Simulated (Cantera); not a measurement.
A perfectly stirred reactor is fed with CH4 : H2 : H = 0.011 : 1 : 0.031 (molar parts), at 1330 Pa; it is held at 1625 K, and followed from long to short residence time.

Model: GRI-Mech 3.0 (53 species, 325 reactions), integrated in Cantera. GRI-Mech 3.0 stops at C3 and has no aromatics, soot or wall deposition, so with more carbon than oxygen in the feed, carbon stays in small species such as C2H2 where larger ones or solid carbon would form. Radical loss at walls, strong at low pressure, is not modelled.

Question: Predict: x(CH4) at τ = 7.40 s; x(H2) at τ = 7.40 s; x(H) at τ = 7.40 s; x(CH2) at τ = 7.40 s; x(CH3) at τ = 7.40 s; x(CH4) at τ = 74.0 ms; x(H2) at τ = 74.0 ms; x(H) at τ = 74.0 ms; x(CH2) at τ = 74.0 ms; x(CH3) at τ = 74.0 ms.

Answer: 
- x(CH4) at τ = 7.40 s: 0.00345
- x(H2) at τ = 7.40 s: 0.991
- x(H) at τ = 7.40 s: 0.00153
- x(CH2) at τ = 7.40 s: 1.53e-7
- x(CH3) at τ = 7.40 s: 0.000108
- x(CH4) at τ = 74.0 ms: 0.00461
- x(H2) at τ = 74.0 ms: 0.983
- x(H) at τ = 74.0 ms: 0.00886
- x(CH2) at τ = 74.0 ms: 5.33e-6
- x(CH3) at τ = 74.0 ms: 0.000834
